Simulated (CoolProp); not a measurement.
Aqueous potassium acetate as a coolant, 39 % by mass, freezing at -40.0 °C, 1 atm.

Computed with CoolProp (Melinder's fits for secondary coolants).

```tsv
T (°C)	cp (kJ/(kg K))	viscosity (mPa s)	Prandtl number	conductivity (W/(m K))
-31.7	2.858	33.8	233	0.416
-23.1	2.880	19.2	130	0.425
-14.6	2.900	12.0	79.9	0.435
-6.1	2.920	8.01	52.7	0.444
2.4	2.941	5.70	37.0	0.453
10.9	2.962	4.27	27.3	0.463
19.5	2.983	3.32	21.0	0.472
28	3.006	2.67	16.7	0.482
36.5	3.029	2.19	13.5	0.491
```
